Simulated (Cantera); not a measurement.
A Cantera script and what it prints.

```python
import numpy as np
import cantera as ct

gas_names = """
    H HO2 H2 H2O H2O2 H2S H2SO4 O OH O2 O3 S SH SO SO2 SO3 S2 S2O S8
""".split()
cond_names = """
    H2O(s) H2O(L) H2SO4(L) S(cr1) S(cr2) S(L)
""".split()


def load(file, names, dense=False):
    # The tables refer to 1 bar. Condensed volumes are neglected.
    table = {s.name: s for s in ct.Species.list_from_file(file)}
    out = []
    for n in names:
        d = dict(table[n].input_data)
        d["thermo"] = dict(d["thermo"], **{"reference-pressure": 1e5})
        if dense:
            d["equation-of-state"] = {"model": "constant-volume", "density": "1e6 g/cm^3"}
        out.append(ct.Species.from_dict(d))
    return out


gas = ct.Solution(thermo="ideal-gas", species=load("nasa_gas.yaml", gas_names))
cond = {s.name: ct.Solution(thermo="fixed-stoichiometry", species=[s], name=s.name)
        for s in load("nasa_condensed.yaml", cond_names, dense=True)}
atoms = {
    'SO2': {'S': 1, 'O': 2},
    'H2O': {'H': 2, 'O': 1},
    'H2': {'H': 2},
}
top_T = {}  # K; cautious upper limits of use, not melting points


def equilibrate(T, P, feed):
    n = {}
    for name, mol in feed.items():
        for a, k in atoms[name].items():
            n[a] = n.get(a, 0.0) + k * mol
    gas.TPX = T, P, n
    mass = sum(n.values()) * gas.mean_molecular_weight
    gas.equilibrate("TP")
    valid = [c for c in cond.values() if c.min_temp <= T <= top_T.get(c.name, c.max_temp)]
    mix = ct.Mixture([(gas, mass / gas.mean_molecular_weight)] + [(c, 0.0) for c in valid])
    mix.T, mix.P = T, P
    mix.equilibrate("TP", solver="vcs", rtol=1e-11, max_steps=5000)
    return mix


results = []
feed = {'SO2': 1, 'H2O': 0.043, 'H2': 0.61}  # mol
P = 4700  # Pa
for T in [900, 1100, 1300, 1500, 1700, 1900, 2100, 2300, 2500, 2700, 2900]:
    mix = equilibrate(T, P, feed)
    results.append((T, P, feed, dict(zip(mix.species_names, mix.species_moles))))
    x = sorted(zip(gas.X, gas.species_names), reverse=True)
    print(f"T = {T:g} K  P = {P:g} Pa  gas = {mix.phase_moles(0):.4g} mol")
    print("   x: " + "  ".join(f"{s} {v:.3e}" for v, s in x if v > 0.001))
    print("   condensed (mol): " + ("  ".join(f"{mix.phase(i).name} {mix.phase_moles(i):.4g}"
          for i in range(1, mix.n_phases) if mix.phase_moles(i) > 1e-12) or "none"))
```

Result:

```
T = 900 K  P = 4700 Pa  gas = 1.491 mol
   x: SO2 4.770e-01  H2O 4.134e-01  S2 8.200e-02  H2S 2.374e-02  S2O 3.024e-03
   condensed (mol): none
T = 1100 K  P = 4700 Pa  gas = 1.496 mol
   x: SO2 4.726e-01  H2O 4.176e-01  S2 8.773e-02  H2S 1.451e-02  H2 4.451e-03  S2O 2.883e-03
   condensed (mol): none
T = 1300 K  P = 4700 Pa  gas = 1.502 mol
   x: SO2 4.726e-01  H2O 4.111e-01  S2 8.814e-02  H2 1.380e-02  H2S 9.868e-03  S2O 2.713e-03  SO 1.547e-03
   condensed (mol): none
T = 1500 K  P = 4700 Pa  gas = 1.511 mol
   x: SO2 4.742e-01  H2O 3.941e-01  S2 8.389e-02  H2 3.062e-02  H2S 6.985e-03  SO 6.841e-03  S2O 2.497e-03
   condensed (mol): none
T = 1700 K  P = 4700 Pa  gas = 1.527 mol
   x: SO2 4.734e-01  H2O 3.679e-01  S2 7.441e-02  H2 5.368e-02  SO 2.081e-02  H2S 4.904e-03  S2O 2.197e-03  SH 2.061e-03
   condensed (mol): none
T = 1900 K  P = 4700 Pa  gas = 1.551 mol
   x: SO2 4.654e-01  H2O 3.361e-01  H2 7.900e-02  S2 5.936e-02  SO 4.804e-02  SH 3.875e-03  H2S 3.282e-03  S 1.794e-03  S2O 1.782e-03  H 1.029e-03
   condensed (mol): none
T = 2100 K  P = 4700 Pa  gas = 1.585 mol
   x: SO2 4.471e-01  H2O 3.031e-01  H2 1.009e-01  SO 8.840e-02  S2 3.987e-02  SH 5.602e-03  S 5.468e-03  H 4.565e-03  H2S 1.990e-03  OH 1.633e-03  S2O 1.261e-03
   condensed (mol): none
T = 2300 K  P = 4700 Pa  gas = 1.631 mol
   x: SO2 4.198e-01  H2O 2.729e-01  SO 1.324e-01  H2 1.131e-01  S2 2.047e-02  H 1.501e-02  S 1.160e-02  SH 6.131e-03  OH 5.838e-03  H2S 1.019e-03
   condensed (mol): none
T = 2500 K  P = 4700 Pa  gas = 1.694 mol
   x: SO2 3.843e-01  H2O 2.426e-01  SO 1.658e-01  H2 1.117e-01  H 3.877e-02  S 1.801e-02  OH 1.744e-02  S2 7.937e-03  SH 5.159e-03  O 3.981e-03  O2 3.546e-03
   condensed (mol): none
T = 2700 K  P = 4700 Pa  gas = 1.824 mol
   x: SO2 3.218e-01  H2O 1.925e-01  SO 1.891e-01  H2 1.012e-01  H 8.340e-02  OH 4.059e-02  S 2.576e-02  O 2.131e-02  O2 1.637e-02  SH 4.185e-03  S2 3.422e-03
   condensed (mol): none
T = 2900 K  P = 4700 Pa  gas = 2.11 mol
   x: SO2 2.159e-01  SO 2.064e-01  H 1.537e-01  H2O 1.144e-01  H2 8.407e-02  O 7.274e-02  OH 6.413e-02  S 4.257e-02  O2 3.944e-02  SH 4.027e-03  S2 2.438e-03
   condensed (mol): none
```

Method: chemical equilibrium by Gibbs-energy minimisation in Cantera with the NASA 1993 tables (ideal gas, pure condensed phases). Gases not in the tables: S3 to S7.
